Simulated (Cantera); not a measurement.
A perfectly stirred reactor is fed with CH4 : C2H6 : C3H8 : O2 : N2 = 1 : 0.11 : 0.06 : 1.79 : 6.73 (molar parts), equivalence ratio 1.5, at 4.93 atm; it is adiabatic with a 598 K inlet, and is followed from long to short residence time, starting on the burning branch (τ in s: 0.13, 0.06, 0.028, 0.013, 0.0058, 0.0027, 0.0012, 0.00057, 0.00026, 0.00012, 5.6e-05, 2.6e-05, 1.2e-05).

Detailed kinetics in Cantera: GRI-Mech 3.0 (53 species, 325 reactions).

x: mole fraction; the columns are a selection and need not sum to one.

```csv
τ (s),T (K),x CH4,x C2H6,x C3H8,x C2H,x NO,x O2,x HCN
0.13,2135,0.000163,3.74e-8,1.35e-8,…,6.66e-5,2.83e-5,8.24e-6
0.060,2136,0.000312,9.07e-8,2.87e-8,…,8.40e-5,5.84e-5,1.88e-5
0.028,2136,0.000568,2.26e-7,6.05e-8,…,9.84e-5,0.000119,3.86e-5
0.013,2137,0.000965,5.66e-7,1.27e-7,…,0.000105,0.000242,6.84e-5
0.0058,2137,0.00153,1.44e-6,2.77e-7,…,0.000102,0.000498,0.000103
0.0027,2135,0.00219,3.30e-6,5.74e-7,…,9.12e-5,0.000962,0.000128
0.0012,2128,0.00299,7.66e-6,1.25e-6,…,7.42e-5,0.00189,0.000137
0.00057,2113,0.00389,1.67e-5,2.59e-6,…,5.58e-5,0.00347,0.000126
0.00026,2079,0.00532,4.13e-5,6.00e-6,…,3.36e-5,0.00681,9.02e-5
0.00012,1980,0.00932,0.000163,1.95e-5,…,8.63e-6,0.0167,2.82e-5
5.6e-5,598,0.103,0.0114,0.00619,<1e-12,<1e-12,0.185,<1e-12
2.6e-5,598,0.103,0.0114,0.00619,<1e-12,<1e-12,0.185,<1e-12
1.2e-5,598,0.103,0.0114,0.00619,<1e-12,<1e-12,0.185,<1e-12
```

Question: Fill in the missing entries.

Answer: 
- 0.13, x C2H: 5.93e-9
- 0.060, x C2H: 1.53e-8
- 0.028, x C2H: 3.95e-8
- 0.013, x C2H: 9.81e-8
- 0.0058, x C2H: 2.27e-7
- 0.0027, x C2H: 4.39e-7
- 0.0012, x C2H: 7.68e-7
- 0.00057, x C2H: 1.14e-6
- 0.00026, x C2H: 1.49e-6
- 0.00012, x C2H: 1.26e-6
